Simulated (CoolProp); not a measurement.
Saturated liquid density (kg/m³) of n-dodecane: the reference equation beside estimates from Tc = 658.1 K, pc = 18.18 bar, ω = 0.574. Rackett uses Z = 0.29056 − 0.08775 ω.

Computed with CoolProp (reference Helmholtz-energy equation of state, Lemmon 2004). It is a short technical equation, of lower accuracy than the large ones.

| T (K) | reference | Rackett | van der Waals | Redlich-Kwong | Soave-Redlich-Kwong | Peng-Robinson |
|---|---|---|---|---|---|---|
| 467.5 | 613.8 | 641.1 | 320.0 | 463.0 | 505.7 | 571.5 |
| 474.2 | 607.9 | 634.6 | 317.1 | 457.7 | 500.8 | 566.2 |
| 480.8 | 601.9 | 628.1 | 314.1 | 452.4 | 495.8 | 560.7 |
| 487.5 | 595.8 | 621.4 | 311.0 | 446.9 | 490.5 | 555.0 |
| 494.1 | 589.6 | 614.7 | 307.9 | 441.4 | 485.2 | 549.1 |
| 500.8 | 583.2 | 607.7 | 304.7 | 435.6 | 479.6 | 543.0 |
| 507.5 | 576.7 | 600.6 | 301.4 | 429.7 | 473.8 | 536.5 |
| 514.1 | 570.1 | 593.5 | 298.1 | 423.7 | 467.8 | 530.0 |
| 520.8 | 563.3 | 586.2 | 294.6 | 417.5 | 461.6 | 523.0 |

Absolute difference from the reference over all 9 rows, mean and median: Rackett 4.3 and 4.3 %, van der Waals 47.8 and 47.8 %, Redlich-Kwong 25.2 and 25.1 %, Soave-Redlich-Kwong 17.8 and 17.7 %, Peng-Robinson 6.9 and 6.9 %.
